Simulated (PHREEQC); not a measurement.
Make-up at 20 °C: 27 mmol/kgw CaCl2, 1.4 mmol/kgw Na2HPO4 and 15 mmol/kgw KCl. Closed to the air; pH follows from the charge balance.

Equilibrium calculation in PHREEQC: ion-association model, wateq4f.dat.

| quantity | before | after |
|---|---|---|
| pH | 7.63 | 9.06 |
| ionic strength (mol/kgw) | 0.0965 | 0.0461 |
| SI of Halite (NaCl) | -5.50 | -5.67 |

**Question.** Which change was made?
A) KCl from 0.015 to 0.15 mol/kgw
B) CaCl2 from 0.027 to 0.0135 mol/kgw
C) CaCl2 left out
D) CaCl2 replaced by RbCl at the same molality
E) temperature from 20 to 70 °C

**Answer.** D, CaCl2 replaced by RbCl at the same molality

This is a speciation only: nothing precipitates in the calculation. Some of these states are supersaturated (in Hydroxyapatite, for instance). H3PO4, which wateq4f.dat lacks, is added to it with the constant of phreeqc.dat.
